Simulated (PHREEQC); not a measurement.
Dissolve 0.64 mol HCl, 0.09 mol CaCl2 and 0.12 mol MgCl2 per kg of water at 28 °C. It is in equilibrium with CO2 at log p = -1 (atm). Otherwise closed; pH follows from the charge balance.

The numbers come from PHREEQC with the Pitzer model, pitzer.dat.

```tsv
quantity	before	after
pH	0.17	-0.27
HCO3- (mol/kgw)	4.59e-9	2.15e-9
SI of Bischofite (MgCl2:6H2O)	-6.37	-5.83
SI of MgCl2_4H2O (MgCl2:4H2O)	-8.70	-8.14
```

Question: What was changed between the two runs?
A. CaCl2 from 0.09 to 0.045 mol/kgw
B. HCl from 0.64 to 1.28 mol/kgw
C. CaCl2 from 0.09 to 0.18 mol/kgw
D. HCl left out
E. temperature from 28 to 75 °C

Answer: B, HCl from 0.64 to 1.28 mol/kgw

No solid was allowed to form. In brines, pH and single-ion activities rest on the MacInnes convention.
